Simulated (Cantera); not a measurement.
Charge: 1 mol Si, 0.0032 mol H2O, 770 mol H2, at 1775 K and 2.70 Torr.

Cantera equilibrium calculation (NASA polynomials, part measured and part estimated; ideal gas, pure solids and liquids). Candidate condensed phases: H2O, Si, SiO2; 18 gas species. Gases not in the tables: Si2H6 and higher silanes. Equilibrium is a limit: real reactors are often held back by kinetics, nucleation or transport.

Base state: H2 0.995, H 0.00481, Si 0.000610, SiH 4.48e-5, SiH2 2.49e-5 (mole fractions); condensed: Si(l).

What changes in the equilibrium state with this change: H2O from 0.0032 to 1.9 mol?


```
species       before    after
----------  --------  -------
H2             0.995    0.993
H            0.00481  0.00481
SiO          4.14e-6  0.00129
H2O            <1e-9  0.00116
Si          0.000610  3.25e-9
SiH          4.48e-5    <1e-9
SiH2         2.49e-5    <1e-9
Si(l), mol     0.465        0
```
